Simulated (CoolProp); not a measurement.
Carbonyl sulfide at several states: Z from the reference equation and from simpler models built on Tc = 105.6 °C, pc = 6.369 MPa, ω = 0.098; each cubic takes its own stable root.

Model: reference Helmholtz-energy equation of state, Lemmon 2006, in CoolProp. It is a short technical equation, of lower accuracy than the large ones.

| T (°C) | p (MPa) | phase | reference | van der Waals | Redlich-Kwong | Soave-Redlich-Kwong |
|---|---|---|---|---|---|---|
| 273.85 | 5.66 | gas | 0.9118 | 0.8929 | ? | ? |
| 172.45 | 0.278 | gas | 0.9912 | 0.9913 | 0.9907 | 0.9911 |
| 272.05 | 3.46 | gas | 0.9449 | 0.9348 | 0.9400 | ? |
| -106.65 | 0.437 | liquid | ? | 0.02304 | 0.01548 | ? |

What belongs in the gaps?


- 273.85, Redlich-Kwong: 0.9044
- 273.85, Soave-Redlich-Kwong: 0.9190
- 272.05, Soave-Redlich-Kwong: 0.9485
- -106.65, reference: 0.01470
- -106.65, Soave-Redlich-Kwong: 0.01554
